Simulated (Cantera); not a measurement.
Standard-state values (1 bar) from the NASA 1993 polynomials, evaluated with Cantera. Values are per mole of reaction as written; species without (g) are pure solids or liquids, kept so even where they would boil at 1 bar.

H2(g) + Sr(OH)2 → Sr + 2 H2O(g)

```tsv
T (K)	ΔH° (kJ)	ΔS° (J/K)	ΔG° (kJ)	log10 K	condensed phases
300	485.2	204.8	423.8	-73.79	Sr(OH)2(s), Sr(s)
500	481.0	194.5	383.8	-40.09	Sr(OH)2(s), Sr(s)
700	472.5	180.5	346.2	-25.83	Sr(OH)2(s), Sr(s)
900	438.4	137.3	314.9	-18.27	Sr(OH)2(l), Sr(s)
1100	?	?	?	?	Sr(OH)2(l), Sr(l)
1300	?	?	?	?	Sr(OH)2(l), Sr(l)
1500	407.0	111.0	240.5	-8.38	Sr(OH)2(l), Sr(l)
1700	395.6	103.9	219.1	-6.73	Sr(OH)2(l), Sr(l)
1900	384.8	97.8	198.9	-5.47	Sr(OH)2(l), Sr(l)
```

### Question
Fill in the missing entries.

### Answer

- 1100, ΔH° (kJ): 431.8
- 1100, ΔS° (J/K): 130.3
- 1100, ΔG° (kJ): 288.5
- 1100, log10 K: -13.70
- 1300, ΔH° (kJ): 419.0
- 1300, ΔS° (J/K): 119.6
- 1300, ΔG° (kJ): 263.6
- 1300, log10 K: -10.59
